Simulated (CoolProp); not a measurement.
A closed Brayton cycle with nitrogen: compressor inlet 330.15 K and 0.93 MPa, high pressure 3.08 MPa, turbine inlet 890 K, compressor efficiency 0.85, turbine efficiency 0.9, recuperator effectiveness 0.95 (on enthalpy, no pinch check). Each further row changes one setting.

Computed with CoolProp (reference Helmholtz-energy equation of state, Span 2000).

| case | thermal efficiency (%) | net work (kJ/kg) | compressor to turbine work | compressor exit (K) | turbine exit (K) |
|---|---|---|---|---|---|
| as stated | [?] | 80.2 | 0.67 | 488.2 | 671.5 |
| turbine inlet 840 K | 27.5 | 66.1 | [?] | 488.2 | 632.0 |
| compressor inlet 340.15 K | 29.4 | 75.2 | [?] | [?] | 671.5 |
| high pressure 2.62 MPa | [?] | [?] | [?] | [?] | 697.6 |
| recuperator effectiveness 0.5 | 23.2 | 80.2 | 0.67 | 488.2 | 671.5 |

What belongs in the gaps?


- as stated, thermal efficiency (%): 31.3
- turbine inlet 840 K, compressor to turbine work: 0.71
- compressor inlet 340.15 K, compressor to turbine work: 0.69
- compressor inlet 340.15 K, compressor exit (K): 502.8
- high pressure 2.62 MPa, thermal efficiency (%): 33.5
- high pressure 2.62 MPa, net work (kJ/kg): 77.2
- high pressure 2.62 MPa, compressor to turbine work: 0.64
- high pressure 2.62 MPa, compressor exit (K): 463.7
